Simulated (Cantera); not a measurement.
An isothermal, constant-pressure homogeneous reactor starts with NO : N2 = 1 : 2.8 (molar parts), at 1723 K and 1280 Torr.

Model: GRI-Mech 3.0 (53 species, 325 reactions), integrated in Cantera.

**Question.** Predict: x(NO) at 10.0 s; x(O2) at 10.0 s; x(NO2) at 10.0 s; x(N2) at 10.0 s; x(O) at 10.0 s.

**Answer.** 
| Quantity | Value |
|---|---|
| x(NO) at 10.0 s | 0.122 (gas-phase equilibrium 0.00262) |
| x(O2) at 10.0 s | 0.0703 (gas-phase equilibrium 0.130) |
| x(NO2) at 10.0 s | 0.000275 (gas-phase equilibrium 7.98e-6) |
| x(N2) at 10.0 s | 0.807 (gas-phase equilibrium 0.867) |
| x(O) at 10.0 s | 1.18e-5 (gas-phase equilibrium 1.58e-5) |
